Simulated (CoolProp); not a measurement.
Properties of R152A along the isotherm 135.35 °C (Tc = 113.3 °C, pc = 4.517 MPa, ω = 0.275).

Values from CoolProp's reference Helmholtz-energy equation of state, Outcalt 1996. It is a modified Benedict-Webb-Rubin equation, recast in Helmholtz form.

```csv
p (MPa),phase,isothermal compressibility (1/MPa),viscosity (µPa s),fugacity coefficient
0.0214,gas,46.80,15.2,0.9986
0.044,gas,22.80,15.2,0.9970
0.0903,gas,11.14,15.2,0.9939
0.186,gas,5.446,15.2,0.9874
0.381,gas,2.696,15.2,0.9744
0.782,gas,1.354,15.2,0.9478
1.61,gas,0.7075,15.4,0.8939
3.3,gas,0.4274,16.3,0.7881
6.78,supercritical,0.3262,37.3,0.5769
```

Viscosity comes from a separate model (Bell 2016), an estimate that may be off by 10 % or more.
